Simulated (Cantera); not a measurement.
An isothermal, constant-pressure homogeneous reactor starts with N2O : N2 = 1 : 0.15 (molar parts), at 1523 K and 0.0600 bar.

Computed with Cantera and GRI-Mech 3.0 (53 species, 325 reactions). GRI-Mech 3.0 was tuned for natural gas; its chemistry of N2O as a main component is partial and can be far from experiment. The temperature is held fixed by assumption; the heat of reaction is taken as removed at once.

x: mole fraction; the columns are a selection and need not sum to one.

| t (s) | x N2O | x N2 | x O | x NO | x NO2 | x O2 |
|---|---|---|---|---|---|---|
| 7.00e-5 | 0.869 | 0.131 | 6.98e-5 | 3.47e-5 | 4.08e-11 | 4.93e-5 |
| 0.000172 | 0.869 | 0.131 | 8.69e-5 | 0.000129 | 5.60e-10 | 0.000183 |
| 0.000421 | 0.867 | 0.132 | 8.90e-5 | 0.000380 | (withheld) | 0.000541 |
| 0.00103 | 0.864 | 0.134 | 8.90e-5 | 0.000997 | (withheld) | 0.00142 |
| 0.00253 | 0.856 | 0.138 | 8.90e-5 | 0.00250 | (withheld) | 0.00355 |
| 0.00622 | 0.836 | 0.149 | 8.90e-5 | 0.00609 | (withheld) | 0.00868 |
| 0.0153 | 0.789 | 0.175 | 8.89e-5 | 0.0145 | (withheld) | 0.0206 |
| 0.0374 | 0.689 | 0.232 | 8.88e-5 | 0.0326 | (withheld) | 0.0465 |
| 0.0918 | 0.503 | 0.336 | 8.84e-5 | 0.0663 | (withheld) | 0.0946 |
| 0.225 | 0.250 | 0.478 | 8.68e-5 | 0.112 | (withheld) | 0.160 |
| 0.552 | 0.0553 | 0.588 | 7.73e-5 | 0.146 | (withheld) | 0.211 |
| 1.35 | 0.00313 | 0.619 | 2.76e-5 | 0.153 | (withheld) | 0.225 |
| 3.32 | 2.55e-5 | 0.621 | 1.10e-5 | 0.153 | 0.000192 | 0.227 |
| 8.15 | 6.84e-6 | 0.621 | 1.09e-5 | 0.152 | 0.000192 | 0.227 |
| 20.0 | 6.79e-6 | 0.621 | 1.09e-5 | 0.152 | 0.000192 | 0.227 |

**Question.** What belongs in the gaps?

**Answer.** 
- 0.000421, x NO2: 4.81e-9
- 0.00103, x NO2: 3.20e-8
- 0.00253, x NO2: 1.86e-7
- 0.00622, x NO2: 9.31e-7
- 0.0153, x NO2: 3.72e-6
- 0.0374, x NO2: 1.13e-5
- 0.0918, x NO2: 2.73e-5
- 0.225, x NO2: 5.27e-5
- 0.552, x NO2: 7.67e-5
- 1.35, x NO2: 0.000119
